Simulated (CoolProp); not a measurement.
Values from CoolProp's reference Helmholtz-energy equation of state, Lemmon 2006. It is a short technical equation, of lower accuracy than the large ones.

### Question
Give the vapour pressure (kPa), vapour Z, liquid viscosity (µPa s), liquid conductivity (mW/(m K)) of saturated R141b at -56.55, 55.55 °C.

### Answer
```
T (°C)  p (kPa)  vapour Z  liquid viscosity (µPa s)  liquid conductivity (mW/(m K))
------  -------  --------  ------------------------  ------------------------------
-56.55    0.935     0.998                      1370                             114
55.55       216     0.935                       293                            82.5
```

Viscosity comes from a separate model (Huber 2003), an estimate that may be off by 10 % or more. Thermal conductivity comes from a separate model (Huber 2003), an estimate that may be off by 10 % or more.
